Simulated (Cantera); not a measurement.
A closed system holds: 1 mol AlN, 0.22 mol O2, 0.47 mol H2, at 2.50 mbar.

Cantera equilibrium calculation (NASA polynomials, part measured and part estimated; ideal gas, pure solids and liquids). Candidate condensed phases: Al, AlN, Al2O3, H2O; 35 gas species. Mutual solubility and eutectic melting of coexisting phases are not modelled. The numbers say what is thermodynamically allowed, not how fast it happens.

### Question
At 1673 K, list the 4 most abundant gas species with their mole fractions, and the condensed phases.

### Answer
H2 0.760, N2 0.238, H 0.00199, Al 0.000198. Condensed: AlN(s) + Al2O3(s).
